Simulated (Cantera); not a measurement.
Feed: 1 mol SiC, 0.11 mol CO2, 190 mol H2, at 1.00 bar.

Method: chemical equilibrium by Gibbs-energy minimisation in Cantera with the NASA 1993 tables (ideal gas, pure condensed phases). Candidate condensed phases: C, C6H6, C7H8, C8H18, H2O, Si, SiC, SiO2; 123 gas species. Mutual solubility and eutectic melting of coexisting phases are not modelled. Equilibrium is a limit: real reactors are often held back by kinetics, nucleation or transport. All values below are at 1123 K.

Base state: H2 0.999, CH4 0.00116 (mole fractions); condensed: SiC(s) + SiO2(β-quartz).

Task: What changes in the equilibrium state with this change: CO2 from 0.11 to 3.2 mol?

Result: 
| species | before | after |
|---|---|---|
| H2 | 0.999 | 0.972 |
| CO | 5.36e-8 | 0.0167 |
| H2O | 8.93e-8 | 0.00595 |
| CO2 | <1e-9 | 9.38e-5 |
| CH4 | 0.00116 | 0.00501 |
| SiC(s), mol | 0.890 | 0 |
| SiO2(β-quartz), mol | 0.110 | 1.00 |
